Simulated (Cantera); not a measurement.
Charge: 1 mol TEOS, 9.9 mol H2O, 0.19 mol H2, at 598.15 K and 0.0390 bar.

Method: chemical equilibrium by Gibbs-energy minimisation in Cantera with the NASA 1993 tables (ideal gas, pure condensed phases). The feed counts by its element totals alone. Kinetics and transport are ignored.

```csv
species,before,after
H2O,0.431,0.512
CH4,0.218,0.325
CO2,0.111,0.105
H2,0.237,0.0572
CO,0.00210,0.000404
"C(graphite), mol",1.98,0.912
"SiO2(α-quartz), mol",1.00,1.00
```
Gas species are given as mole fractions.

**Question.** Name the change that produced these shifts.
A) pressure from 0.0390 bar to 0.000150 bar
B) temperature from 598.15 K to 1025 K
C) H2 from 0.19 to 31 mol
D) pressure from 0.0390 bar to 1.00 bar

**Answer.** D, pressure from 0.0390 bar to 1.00 bar
